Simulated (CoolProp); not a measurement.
Vapour-liquid equilibrium of dimethyl carbonate (1) + n-heptane (2) at 338.9 K; x and y are mole fractions of (1).

Values from CoolProp's multi-fluid Helmholtz-energy mixture model, Zhou 2011 and Span 2003; pair parameters Bell 2016.

```tsv
x	bubble pressure, mixture model (MPa)	bubble pressure, Raoult's law (MPa)	y, mixture model	y, Raoult's law
0.05	0.04120	0.03520	0.193	0.062
0.125	0.04818	0.03586	0.352	0.152
0.2	0.05274	0.03652	0.440	0.239
0.275	0.05559	0.03719	0.495	0.322
0.35	0.05728	0.03785	0.531	0.403
0.425	0.05823	0.03851	0.556	0.481
0.5	0.05870	0.03917	0.575	0.556
0.575	0.05888	0.03984	0.590	0.629
0.65	0.05882	0.04050	0.607	0.700
0.725	0.05843	0.04116	0.628	0.768
0.8	0.05741	0.04182	0.660	0.834
0.875	0.05504	0.04249	0.718	0.898
0.95	0.04989	0.04315	0.836	0.960
```

The largest gap from Raoult's law is +51.3 % in bubble pressure, at x = 0.35. y crosses x between x = 0.575 and 0.65: the model has an azeotrope there.

Pair parameters are fitted to limited data, so mixtures are less certain than the pure fluids. With so large a gap from Raoult's law the liquid may split in two, which this calculation doesn't test in full.
